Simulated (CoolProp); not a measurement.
Aqueous propylene glycol as a coolant, 22 % by mass, freezing at -8.2 °C, 1 atm.

The numbers come from the Melinder's fits for secondary coolants in CoolProp.

```json
[
 {"T (°C)": "-3.7", "conductivity (W/(m K))": "0.459", "viscosity (mPa s)": "5.64", "cp (kJ/(kg K))": "3.903", "density (kg/m³)": "…"},
 {"T (°C)": "1.5", "conductivity (W/(m K))": "0.464", "viscosity (mPa s)": "4.44", "cp (kJ/(kg K))": "3.914", "density (kg/m³)": "1022"},
 {"T (°C)": "6.6", "conductivity (W/(m K))": "0.469", "viscosity (mPa s)": "3.58", "cp (kJ/(kg K))": "3.925", "density (kg/m³)": "1021"},
 {"T (°C)": "11.7", "conductivity (W/(m K))": "0.474", "viscosity (mPa s)": "…", "cp (kJ/(kg K))": "3.937", "density (kg/m³)": "1019"},
 {"T (°C)": "16.8", "conductivity (W/(m K))": "0.479", "viscosity (mPa s)": "2.44", "cp (kJ/(kg K))": "3.948", "density (kg/m³)": "…"},
 {"T (°C)": "21.9", "conductivity (W/(m K))": "…", "viscosity (mPa s)": "2.05", "cp (kJ/(kg K))": "3.959", "density (kg/m³)": "1016"},
 {"T (°C)": "27.1", "conductivity (W/(m K))": "0.489", "viscosity (mPa s)": "1.75", "cp (kJ/(kg K))": "3.971", "density (kg/m³)": "1014"},
 {"T (°C)": "32.2", "conductivity (W/(m K))": "0.494", "viscosity (mPa s)": "1.51", "cp (kJ/(kg K))": "…", "density (kg/m³)": "1012"},
 {"T (°C)": "37.3", "conductivity (W/(m K))": "0.499", "viscosity (mPa s)": "1.32", "cp (kJ/(kg K))": "3.994", "density (kg/m³)": "1009"}
]
```

Task: What belongs in the gaps?

Result: 
- -3.7, density (kg/m³): 1023
- 11.7, viscosity (mPa s): 2.93
- 16.8, density (kg/m³): 1018
- 21.9, conductivity (W/(m K)): 0.484
- 32.2, cp (kJ/(kg K)): 3.982
